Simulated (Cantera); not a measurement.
**Thermodynamics of aluminium nitride and oxide growth, feed Al + NH3 + H2 + HCl**

Feed: 1 mol Al, a varied amount of NH3, 1.6 mol H2, 6.8 mol HCl, at 650 K and 0.975 Torr.

These are equilibrium values from Cantera (NASA tables, ideal gas, pure condensed phases), not measurements of a reactor. Candidate condensed phases: Al, AlCl3, AlN, NH4Cl; 20 gas species. Kinetics and transport are ignored.

```
n(NH3) (mol)   x H2   x HCl   x N2   x AlCl3  x Al2Cl6    x NH3  n AlN(s)
------------  -----  ------  -----  --------  --------  -------  --------
3.8           0.568   0.245  0.123    0.0624   0.00108  3.65e-6         0
7.1           0.623   0.172  0.161    0.0442  0.000540  4.79e-6         0
13            0.665   0.116  0.191    0.0279  0.000215  5.77e-6    0.0409
24            0.689  0.0882  0.211    0.0111   3.40e-5  6.41e-6     0.376
45            0.711  0.0598  0.226   0.00320   2.84e-6  6.94e-6     0.686
83            0.726  0.0370  0.236  0.000715   1.42e-7  7.32e-6     0.876
150           0.736  0.0217  0.242  0.000140   5.38e-9  7.56e-6     0.957
```
x: gas mole fraction; n: condensed amount in mol.

From 3.8 mol NH3 to 7.1 mol NH3 nothing is condensed. From 13 mol NH3 to 150 mol NH3 the condensed part is AlN(s). The main Al-bearing gas is AlCl3 throughout.
